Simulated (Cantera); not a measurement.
A closed system holds: 1 mol Si₂H₆, 0.28 mol O₂, 0.31 mol H₂, at 1448.15 K and 5.00 Pa.

Equilibrium computed with Cantera from the NASA thermochemical tables; the gas is ideal and each condensed phase is pure. Candidate condensed phases: H₂O, Si, SiO₂; 18 gas species. The feed counts by its element totals alone. The numbers say what is thermodynamically allowed, not how fast it happens.

Base state: H₂ 0.854, SiO 0.145, H 0.00121, Si 5.87e-5 (mole fractions); condensed: Si(s).

Problem. What changes in the equilibrium state with this change: temperature from 1448.15 K to 1023 K?

Solution. 
| species | before | after |
|---|---|---|
| H₂ | 0.854 | 1.000 |
| SiO | 0.145 | 2.66e-5 |
| H | 0.00121 | 5.85e-7 |
| Si | 5.87e-5 | <1e-9 |
| Si(s), mol | 1.44 | 1.72 |
| SiO₂(β-quartz), mol | 0 | 0.280 |
Mutual solubility and eutectic melting of coexisting phases are not modelled.
